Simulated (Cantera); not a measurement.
Input (Python, Cantera) and output of one run.

```python
import numpy as np
import cantera as ct

gas_names = """
    F F2 H HF H2 H2F2 H3F3 H4F4 H5F5 H6F6 H7F7 N NF NF2 NF3 NH NH2 NH3 N2 N2H2 N2H4 Si SiF SiF2 SiF3
    SiF4 SiH SiHF3 SiH2 SiH2F2 SiH3 SiH3F SiH4 SiN Si2 Si2N Si3
""".split()
cond_names = """
    Si(cr) Si(L) Si3N4(a)
""".split()


def load(file, names, dense=False):
    # The tables refer to 1 bar. Condensed volumes are neglected.
    table = {s.name: s for s in ct.Species.list_from_file(file)}
    out = []
    for n in names:
        d = dict(table[n].input_data)
        d["thermo"] = dict(d["thermo"], **{"reference-pressure": 1e5})
        if dense:
            d["equation-of-state"] = {"model": "constant-volume", "density": "1e6 g/cm^3"}
        out.append(ct.Species.from_dict(d))
    return out


gas = ct.Solution(thermo="ideal-gas", species=load("nasa_gas.yaml", gas_names))
cond = {s.name: ct.Solution(thermo="fixed-stoichiometry", species=[s], name=s.name)
        for s in load("nasa_condensed.yaml", cond_names, dense=True)}
atoms = {
    'SiF4': {'Si': 1, 'F': 4},
    'NH3': {'N': 1, 'H': 3},
}
top_T = {'Si3N4(a)': 2400}  # K; cautious upper limits of use, not melting points


def equilibrate(T, P, feed):
    n = {}
    for name, mol in feed.items():
        for a, k in atoms[name].items():
            n[a] = n.get(a, 0.0) + k * mol
    gas.TPX = T, P, n
    mass = sum(n.values()) * gas.mean_molecular_weight
    gas.equilibrate("TP")
    valid = [c for c in cond.values() if c.min_temp <= T <= top_T.get(c.name, c.max_temp)]
    mix = ct.Mixture([(gas, mass / gas.mean_molecular_weight)] + [(c, 0.0) for c in valid])
    mix.T, mix.P = T, P
    mix.equilibrate("TP", solver="vcs", rtol=1e-11, max_steps=5000)
    return mix


results = []
T = 723.15  # K
P = 13000  # Pa
for m in [0.22, 0.44, 0.86, 1.7, 3.4, 6.6, 13]:
    feed = {'SiF4': 1, 'NH3': m}  # mol
    mix = equilibrate(T, P, feed)
    results.append((T, P, feed, dict(zip(mix.species_names, mix.species_moles))))

top = {s: max(r[3][s] / sum(r[3][g] for g in gas_names) for r in results) for s in gas_names}
cols = sorted((s for s in top if top[s] > 1e-05), key=lambda s: -top[s])[:5]
seen = [c for c in cond_names if any(r[3].get(c, 0) > 1e-12 for r in results)]
print("log10 of partial pressures in bar; condensed amounts in mol")
print(f"{'n(NH3)':>10s}" + "".join(f"{s[:9]:>10s}" for s in cols + seen))
for T, P, feed, n in results:
    ng = sum(n[g] for g in gas_names)
    print(f"{feed['NH3']:10.4g}" + "".join(f"{np.log10(max(n[s] / ng * P / 1e5, 1e-99)):10.3f}" for s in cols)
          + "".join(f"{n.get(c, 0):10.4g}" for c in seen))
```

It prints:

```
log10 of partial pressures in bar; condensed amounts in mol
    n(NH3)        H2      SiF4        N2       NH3        HF  Si3N4(a)
      0.22    -1.526    -1.044    -2.003    -5.445    -5.489         0
      0.44    -1.341    -1.160    -1.818    -5.075    -5.454         0
      0.86    -1.210    -1.321    -1.687    -4.813    -5.443 7.239e-07
       1.7    -1.123    -1.529    -1.600    -4.639    -5.437   3.6e-06
       3.4    -1.071    -1.778    -1.548    -4.534    -5.464 9.105e-06
       6.6    -1.043    -2.038    -1.520    -4.479    -5.511 1.851e-05
        13    -1.028    -2.317    -1.505    -4.448    -5.570 3.518e-05
```

Cantera equilibrium calculation (NASA polynomials, part measured and part estimated; ideal gas, pure solids and liquids).
